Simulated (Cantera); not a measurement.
Input: 1 mol SiH2Cl2, 13 mol H2, 3.4 mol HCl, at 1400 Pa.

Equilibrium computed with Cantera from the NASA thermochemical tables; the gas is ideal and each condensed phase is pure. Candidate condensed phases: Si; 19 gas species. The tables' values for SiCl3, SiCl are old estimates; treat these amounts as uncertain. Gases not in the tables: Si2H6 and higher silanes. Equilibrium is a limit: real reactors are often held back by kinetics, nucleation or transport. All values below are at 1875 K.

Base state: H2 0.756, HCl 0.184, SiCl2 0.0530, H 0.00482, Cl 0.000887, SiCl3 0.000488, SiCl 0.000388, Si 0.000274 (mole fractions); condensed: gas only.

Task: What changes in the equilibrium state with this change: SiH2Cl2 replaced by CH3SiH3?

Result: 
```tsv
species	before	after
H2	0.756	0.823
HCl	0.184	0.167
H	0.00482	0.00503
SiCl2	0.0530	0.00319
C2H2 (acetylene)	0	0.000261
SiCl3	0.000488	2.56e-5
C(graphite), mol	0	0.0533
SiC(s), mol	0	0.936
```
The feed counts by its element totals alone. The tables' values for SiCl, SiCl3 are old estimates; treat these amounts as uncertain. Further candidate phases: C, C6H6, C7H8, C8H18, SiC.
